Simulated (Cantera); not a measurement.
Fluorocarbon and chlorocarbon gases: CF₄ + CH₄

Input: 1 mol CF₄, a varied amount of CH₄, held at 19.5 Torr.

These are equilibrium values from Cantera (NASA tables, ideal gas, pure condensed phases), not measurements of a reactor. Candidate condensed phases: C, C₆H₆, C₇H₈, C₈H₁₈; 95 gas species. Equilibrium is a limit: real reactors are often held back by kinetics, nucleation or transport.

### Question
Map the stable condensed phases over T = 2948, 2998, 3048, 3098, 3148, 3198, 3248, 3298, 3348 K and n(CH₄) in mol = 0.014, 0.02, 0.03, 0.044, 0.065, 0.096, 0.14, 0.21, 0.31, 0.45, 0.67, 0.99, 1.5.

### Answer
```
T in K \ n(CH₄) in mol
         0.014  0.02  0.03 0.044 0.065 0.096  0.14  0.21  0.31  0.45  0.67  0.99   1.5
   3348      A     A     A     A     A     A     A     A     A     A     A     A     A
   3298      A     A     A     A     A     A     A     A     A     A     A     A     A
   3248      A     A     A     A     A     A     A     A     A     A     A     A     A
   3198      A     A     A     A     A     A     A     A     A     A     A     B     B
   3148      A     A     A     A     A     A     A     A     B     B     B     B     B
   3098      A     A     A     A     A     B     B     B     B     B     B     B     B
   3048      B     B     B     B     B     B     B     B     B     B     B     B     B
   2998      B     B     B     B     B     B     B     B     B     B     B     B     B
   2948      B     B     B     B     B     B     B     B     B     B     B     B     B
```
A: gas only; B: C.
